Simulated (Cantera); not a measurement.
A perfectly stirred reactor is fed with CH₄ : H₂ = 1 : 40 (molar parts), at 0.840 bar; it is held at 1875 K, and followed from long to short residence time.

Detailed kinetics in Cantera: GRI-Mech 3.0 (53 species, 325 reactions). GRI-Mech 3.0 stops at C3 and has no aromatics, soot or wall deposition, so with more carbon than oxygen in the feed, carbon stays in small species such as C2H2 where larger ones or solid carbon would form.

x: mole fraction; the columns are a selection and need not sum to one.

```
τ (s)      x CH₄   x H₂       x H    x C₂H₄    x C₂H
-------  -------  -----  --------  --------  -------
3.5      0.00326  0.986  0.000714  0.000119  8.74e-8
0.85     0.00428  0.985  0.000713  0.000114  8.29e-8
0.21     0.00674  0.984  0.000709  0.000102      ___
0.051     0.0112  0.982  0.000702   8.28e-5      ___
0.012     0.0170  0.979  0.000692   6.22e-5      ___
0.0030    0.0214  0.976  0.000676   4.90e-5      ___
0.00075   0.0234  0.975  0.000631   3.83e-5      ___
```

**Question.** Some entries are withheld; supply them.

**Answer.** 
- 0.21, x C₂H: 7.23e-8
- 0.051, x C₂H: 5.32e-8
- 0.012, x C₂H: 2.87e-8
- 0.0030, x C₂H: 1.05e-8
- 0.00075, x C₂H: 2.34e-9
